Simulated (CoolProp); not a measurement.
R143a along the isobar 9.13 bar: Z from the reference equation and from simpler models built on Tc = 345.9 K, pc = 37.62 bar, ω = 0.261; each cubic takes its own stable root.

The numbers come from the reference Helmholtz-energy equation of state, Lemmon and Jacobsen 2000 in CoolProp.

| T (K) | phase | reference |
|---|---|---|
| 297.6 | gas | 0.8264 |
| 305.2 | gas | 0.8441 |
| 312.9 | gas | 0.8593 |
| 320.5 | gas | 0.8722 |
| 328.2 | gas | 0.8836 |
| 335.8 | gas | 0.8935 |
| 343.5 | gas | 0.9024 |
| 351.1 | gas | 0.9101 |

### Question
How far does each simpler model (Soave-Redlich-Kwong, Peng-Robinson) lie from the reference over these 8 states: mean and median of the absolute difference, and the worst?

### Answer
- Soave-Redlich-Kwong: mean 1.4 %, median 1.3 %, worst +2.6 % at 297.6 K and 9.13 bar
- Peng-Robinson: mean 0.4 %, median 0.2 %, worst +1.3 % at 297.6 K and 9.13 bar
